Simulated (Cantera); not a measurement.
Feed: 1 mol Si₂H₆, 0.54 mol Cl₂, 22 mol N₂, equilibrated at 1198.15 K and 0.00133 bar.

These are equilibrium values from Cantera (NASA tables, ideal gas, pure condensed phases), not measurements of a reactor. Candidate condensed phases: NH₄Cl, Si, Si₃N₄; 28 gas species. The feed counts by its element totals alone. N₂ is the only nitrogen source here; it is nearly inert below about 1500 K, so the nitride shown seldom forms there in practice. Rates play no part.

Base state: N₂ 0.854, H₂ 0.102, HCl 0.0445, SiCl₂ 3.78e-5 (mole fractions); condensed: Si₃N₄(s).

Question: What changes in the equilibrium state with this change: Si₂H₆ replaced by SiCl₄?

Answer: 
```csv
species,before,after
N₂,0.854,0.927
SiCl₄,7.28e-6,0.0421
Cl,6.32e-7,0.0155
H₂,0.102,0
HCl,0.0445,0
Cl₂,<1e-9,0.0150
SiCl₂,3.78e-5,<1e-9
"Si₃N₄(s), mol",0.666,0
```
